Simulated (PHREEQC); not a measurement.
Solution (25 °C): 0.013 mol/kgw SrCl2. Closed to the air; pH follows from the charge balance.

All values are PHREEQC results (ion-association model, phreeqc.dat), not measurements.

Each row changes one thing in this solution. Precipitation was switched off in this run.

```json
[
 {"case": "as made", "pH": "6.98", "ionic strength (mol/kgw)": "0.0390"},
 {"case": "diluted 5-fold with water", "pH": "6.99", "ionic strength (mol/kgw)": "0.00780"},
 {"case": "temperature from 25 to 55 °C", "pH": "6.56", "ionic strength (mol/kgw)": "0.0390"},
 {"case": "SrCl2 from 0.013 to 0.0026 mol/kgw", "pH": "6.99", "ionic strength (mol/kgw)": "0.00780"},
 {"case": "0.016 mol/kgw NaAlO2 added", "pH": "…", "ionic strength (mol/kgw)": "…"},
 {"case": "SrCl2 from 0.013 to 0.13 mol/kgw", "pH": "6.93", "ionic strength (mol/kgw)": "…"},
 {"case": "SrCl2 replaced by MnCl2 at the same molality", "pH": "…", "ionic strength (mol/kgw)": "…"},
 {"case": "temperature from 25 to 5 °C", "pH": "7.32", "ionic strength (mol/kgw)": "0.0390"}
]
```

Question: Complete the blanks.

Answer: 
- 0.016 mol/kgw NaAlO2 added, pH: 8.87
- 0.016 mol/kgw NaAlO2 added, ionic strength (mol/kgw): 0.0550
- SrCl2 from 0.013 to 0.13 mol/kgw, ionic strength (mol/kgw): 0.390
- SrCl2 replaced by MnCl2 at the same molality, pH: 6.37
- SrCl2 replaced by MnCl2 at the same molality, ionic strength (mol/kgw): 0.0377

Some of these states are supersaturated (in Al(OH)3(a), Gibbsite (slow to form), for instance). Constants without temperature data keep their 25 °C values here.
